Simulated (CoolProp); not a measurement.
Decamethylcyclopentasiloxane (D5) along the isotherm 364.2 K: fugacity coefficient from the reference equation and from simpler models built on Tc = 618.3 K, pc = 1078 kPa, ω = 0.631; each cubic takes its own stable root.

Model: reference Helmholtz-energy equation of state, Thol 2019, in CoolProp.

```json
[
 {"p (kPa)": "168", "phase": "liquid", "reference": "0.009779"},
 {"p (kPa)": "337", "phase": "liquid", "reference": "0.004991"},
 {"p (kPa)": "505", "phase": "liquid", "reference": "0.003409"},
 {"p (kPa)": "674", "phase": "liquid", "reference": "0.002615"},
 {"p (kPa)": "842", "phase": "liquid", "reference": "0.002142"},
 {"p (kPa)": "1010", "phase": "liquid", "reference": "0.001828"},
 {"p (kPa)": "1180", "phase": "liquid", "reference": "0.001602"},
 {"p (kPa)": "1350", "phase": "liquid", "reference": "0.001433"},
 {"p (kPa)": "1520", "phase": "liquid", "reference": "0.001303"},
 {"p (kPa)": "1680", "phase": "liquid", "reference": "0.001205"},
 {"p (kPa)": "1850", "phase": "liquid", "reference": "0.001121"},
 {"p (kPa)": "2020", "phase": "liquid", "reference": "0.001051"},
 {"p (kPa)": "2190", "phase": "liquid", "reference": "0.0009922"},
 {"p (kPa)": "2360", "phase": "liquid", "reference": "0.0009425"},
 {"p (kPa)": "2530", "phase": "liquid", "reference": "0.0009000"},
 {"p (kPa)": "2690", "phase": "liquid", "reference": "0.0008654"}
]
```

**Question.** How far does each simpler model (Soave-Redlich-Kwong, Peng-Robinson) lie from the reference over these 16 states: mean and median of the absolute difference, and the worst?

**Answer.** 
- Soave-Redlich-Kwong: mean 13.6 %, median 13.6 %, worst +16.6 % at 364.2 K and 2690 kPa
- Peng-Robinson: mean 21.6 %, median 21.6 %, worst +22.1 % at 364.2 K and 2690 kPa
